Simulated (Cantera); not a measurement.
Input (Python, Cantera) and output of one run.

```python
import numpy as np
import cantera as ct

gas_names = """
    CL CL2 H HCL H2 Si SiCL SiCL2 SiCL3 SiCL4 SiH SiHCL3 SiH2 SiH2CL2 SiH3 SiH3CL SiH4 Si2 Si3
""".split()
cond_names = """
    Si(cr) Si(L)
""".split()


# ... load() reads the species with a 1 bar reference pressure and builds the phases ...
atoms = {
    'Si': {'Si': 1},
    'HCl': {'H': 1, 'CL': 1},
    'H2': {'H': 2},
}
top_T = {}  # K; cautious upper limits of use, not melting points


# ... equilibrate(T, P, feed) seeds the gas with the atoms and calls Mixture.equilibrate('TP', solver="vcs", rtol=1e-11, max_steps=5000) ...
results = []
feed = {'Si': 1, 'HCl': 0.87, 'H2': 1.4}  # mol
P = 101325  # Pa
for T in [1098, 1148, 1198, 1248, 1298, 1348, 1398, 1448, 1498]:
    mix = equilibrate(T, P, feed)
    results.append((T, P, feed, dict(zip(mix.species_names, mix.species_moles))))

top = {s: max(r[3][s] / sum(r[3][g] for g in gas_names) for r in results) for s in gas_names}
cols = sorted((s for s in top if top[s] > 0.001), key=lambda s: -top[s])[:6]
seen = [c for c in cond_names if any(r[3].get(c, 0) > 1e-12 for r in results)]
print("log10 of partial pressures in bar; condensed amounts in mol")
print(f"{'T/K':>10s}" + "".join(f"{s[:9]:>10s}" for s in cols + seen))
for T, P, feed, n in results:
    ng = sum(n[g] for g in gas_names)
    print(f"{T:10.4g}" + "".join(f"{np.log10(max(n[s] / ng * P / 1e5, 1e-99)):10.3f}" for s in cols)
          + "".join(f"{n.get(c, 0):10.4g}" for c in seen))
```

Output:

```
log10 of partial pressures in bar; condensed amounts in mol
       T/K        H2       HCL     SiCL4     SiCL2    SiHCL3     SiCL3    Si(cr)
      1098    -0.057    -1.659    -1.163    -2.953    -1.399    -2.632    0.7682
      1148    -0.060    -1.519    -1.180    -2.637    -1.419    -2.430    0.7714
      1198    -0.064    -1.395    -1.206    -2.353    -1.445    -2.253    0.7746
      1248    -0.069    -1.284    -1.242    -2.099    -1.480    -2.100    0.7772
      1298    -0.075    -1.187    -1.292    -1.874    -1.525    -1.971    0.7787
      1348    -0.082    -1.104    -1.360    -1.678    -1.584    -1.869    0.7786
      1398    -0.089    -1.034    -1.450    -1.509    -1.660    -1.795    0.7764
      1448    -0.097    -0.977    -1.566    -1.369    -1.754    -1.750    0.7723
      1498    -0.104    -0.933    -1.709    -1.255    -1.868    -1.734    0.7667
```

These are equilibrium values from Cantera (NASA tables, ideal gas, pure condensed phases), not measurements of a reactor. The tables' values for SiCl3 are old estimates; treat these amounts as uncertain.
